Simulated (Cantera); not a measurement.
Mixture: C3H8 : O2 : N2 = 1 : 7.14 : 38.6 (molar parts), at 110000 Pa, adiabatic and at constant volume. Ignition delay is the time to a rise of 400 K.

Computed with Cantera and GRI-Mech 3.0 (53 species, 325 reactions). GRI-Mech 3.0 was tuned for natural gas; its chemistry of propane as a main component is partial and can be far from experiment.

**Question.** What does this change do: O2 7.14 to 5.6 parts?

**Answer.** 
```csv
quantity,before,after
delay at 1125 K,34.7 ms,41.7 ms
delay at 1325 K,0.695 ms,0.835 ms
delay at 1525 K,62.6 µs,74.5 µs
delay at 1725 K,16.9 µs,19.7 µs
delay at 1925 K,8.00 µs,9.14 µs
apparent activation energy between 1825 and 2025 K,91 kJ/mol,93 kJ/mol
```
